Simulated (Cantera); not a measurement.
Feed: 1 mol C3H8, 8.7 mol H2, 0.064 mol H2O, held at 1600 °C.

Method: chemical equilibrium by Gibbs-energy minimisation in Cantera with the NASA 1993 tables (ideal gas, pure condensed phases). Candidate condensed phases: C, C6H6, C7H8, C8H18, H2O; 110 gas species. The ideal-gas law is rough above about 30 bar. The numbers say what is thermodynamically allowed, not how fast it happens.

x: gas mole fraction; n: condensed amount in mol.

```csv
P (Pa),x H2,x H,x CH4,x CO,x C2H4,x C2H2 (acetylene),n C(graphite)
10,0.932,0.0624,5.30e-8,0.00483,3.91e-10,0.000291,2.93
72,0.971,0.0237,4.14e-7,0.00493,3.05e-9,0.000303,2.93
520,0.986,…,…,0.00497,…,0.000308,2.93
3700,0.991,0.00334,2.22e-5,0.00498,1.63e-7,0.000310,2.93
27000,0.993,0.00124,0.000162,0.00499,1.20e-6,0.000310,2.93
190000,0.993,0.000467,0.00114,0.00499,8.42e-6,0.000310,2.91
1400000,0.986,…,…,0.00502,…,0.000308,2.82
10000000,0.940,6.26e-5,0.0538,0.00516,0.000397,0.000294,2.26
```

### Question
Complete the blanks.

### Answer

- 1400000, x H: 0.000171
- 1400000, x CH4: 0.00830
- 1400000, x C2H4: 6.12e-5
- 520, x H: 0.00890
- 520, x CH4: 3.08e-6
- 520, x C2H4: 2.27e-8
